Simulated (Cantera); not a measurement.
Feed: 1 mol Si3N4, 0.0021 mol O2, 700 mol H2, equilibrated at 5700 Pa.

Method: chemical equilibrium by Gibbs-energy minimisation in Cantera with the NASA 1993 tables (ideal gas, pure condensed phases). Candidate condensed phases: H2O, Si, SiO2, Si2N2O, Si3N4; 35 gas species. Rates play no part. All values below are at 1600 K.

Base state: H2 0.997, N2 0.00285, H 0.000227 (mole fractions); condensed: Si(s).

Question: What changes in the equilibrium state with this change: Si3N4 replaced by SiC?

Answer: 
```
species        before     after
-----------  --------  --------
H2              0.997     1.000
H            0.000227  0.000228
N2            0.00285         0
Si(s), mol       2.99         0
SiC(s), mol         0     0.996
```
Further candidate phases: C, C6H6, C7H8, C8H18, SiC.
